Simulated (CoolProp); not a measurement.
Aqueous ammonia as a coolant, 14 % by mass, freezing at -21.1 °C, 1 atm.

The numbers come from the Melinder's fits for secondary coolants in CoolProp.

| T (°C) | conductivity (W/(m K)) | viscosity (mPa s) | cp (kJ/(kg K)) | Prandtl number |
|---|---|---|---|---|
| -16 | 0.446 | 3.84 | 4.251 | 36.6 |
| -10.5 | 0.456 | 3.05 | 4.241 | 28.3 |
| -4.9 | 0.466 | 2.47 | 4.231 | 22.5 |
| 0.6 | 0.475 | 2.06 | 4.222 | 18.3 |
| 6.2 | 0.484 | 1.74 | 4.214 | 15.1 |
| 11.8 | 0.493 | 1.49 | 4.208 | 12.7 |
| 17.3 | 0.503 | 1.28 | 4.202 | 10.7 |
| 22.9 | 0.513 | 1.11 | 4.198 | 9.05 |
